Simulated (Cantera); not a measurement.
What does this Cantera script print?

```python
import numpy as np
import cantera as ct

gas_names = """
    CL CL2 H HCL H2 N NH NH2 NH3 N2 N2H2 N2H4 Si SiCL SiCL2 SiCL3 SiCL4 SiH SiHCL3 SiH2 SiH2CL2 SiH3
    SiH3CL SiH4 SiN Si2 Si2N Si3
""".split()
cond_names = """
    NH4CL(a) NH4CL(b) Si(cr) Si(L) Si3N4(a)
""".split()


def load(file, names, dense=False):
    # The tables refer to 1 bar. Condensed volumes are neglected.
    table = {s.name: s for s in ct.Species.list_from_file(file)}
    out = []
    for n in names:
        d = dict(table[n].input_data)
        d["thermo"] = dict(d["thermo"], **{"reference-pressure": 1e5})
        if dense:
            d["equation-of-state"] = {"model": "constant-volume", "density": "1e6 g/cm^3"}
        out.append(ct.Species.from_dict(d))
    return out


gas = ct.Solution(thermo="ideal-gas", species=load("nasa_gas.yaml", gas_names))
cond = {s.name: ct.Solution(thermo="fixed-stoichiometry", species=[s], name=s.name)
        for s in load("nasa_condensed.yaml", cond_names, dense=True)}
atoms = {
    'SiCl4': {'Si': 1, 'CL': 4},
    'NH3': {'N': 1, 'H': 3},
    'H2': {'H': 2},
}
top_T = {'Si3N4(a)': 2400}  # K; cautious upper limits of use, not melting points


def equilibrate(T, P, feed):
    n = {}
    for name, mol in feed.items():
        for a, k in atoms[name].items():
            n[a] = n.get(a, 0.0) + k * mol
    gas.TPX = T, P, n
    mass = sum(n.values()) * gas.mean_molecular_weight
    gas.equilibrate("TP")
    valid = [c for c in cond.values() if c.min_temp <= T <= top_T.get(c.name, c.max_temp)]
    mix = ct.Mixture([(gas, mass / gas.mean_molecular_weight)] + [(c, 0.0) for c in valid])
    mix.T, mix.P = T, P
    mix.equilibrate("TP", solver="vcs", rtol=1e-11, max_steps=5000)
    return mix


results = []
feed = {'SiCl4': 1, 'NH3': 1.1, 'H2': 0.53}  # mol
P = 200  # Pa
for T in [1475, 1550, 1625, 1700, 1775, 1850, 1925, 2000]:
    mix = equilibrate(T, P, feed)
    results.append((T, P, feed, dict(zip(mix.species_names, mix.species_moles))))

top = {s: max(r[3][s] / sum(r[3][g] for g in gas_names) for r in results) for s in gas_names}
cols = sorted((s for s in top if top[s] > 0.001), key=lambda s: -top[s])[:7]
seen = [c for c in cond_names if any(r[3].get(c, 0) > 1e-12 for r in results)]
print("log10 of partial pressures in bar; condensed amounts in mol")
print(f"{'T/K':>10s}" + "".join(f"{s[:9]:>10s}" for s in cols + seen))
for T, P, feed, n in results:
    ng = sum(n[g] for g in gas_names)
    print(f"{T:10.4g}" + "".join(f"{np.log10(max(n[s] / ng * P / 1e5, 1e-99)):10.3f}" for s in cols)
          + "".join(f"{n.get(c, 0):10.4g}" for c in seen))
```

Result:

```
log10 of partial pressures in bar; condensed amounts in mol
       T/K       HCL        H2     SiCL2        N2        CL     SiCL3         H
      1475    -3.100    -3.268    -3.423    -3.626    -6.444    -4.421    -6.521
      1550    -3.088    -3.283    -3.403    -3.630    -6.046    -4.588    -6.143
      1625    -3.083    -3.291    -3.393    -3.632    -5.693    -4.755    -5.797
      1700    -3.081    -3.295    -3.387    -3.633    -5.375    -4.915    -5.479
      1775    -3.082    -3.298    -3.385    -3.634    -5.086    -5.066    -5.188
      1850    -3.085    -3.302    -3.385    -3.636    -4.822    -5.209    -4.919
      1925    -3.091    -3.306    -3.390    -3.639    -4.581    -5.346    -4.673
      2000    -3.099    -3.315    -3.400    -3.644    -4.358    -5.480    -4.446
```

Method: chemical equilibrium by Gibbs-energy minimisation in Cantera with the NASA 1993 tables (ideal gas, pure condensed phases). The tables' values for SiCl3, SiCl, SiN are old estimates; treat these amounts as uncertain.
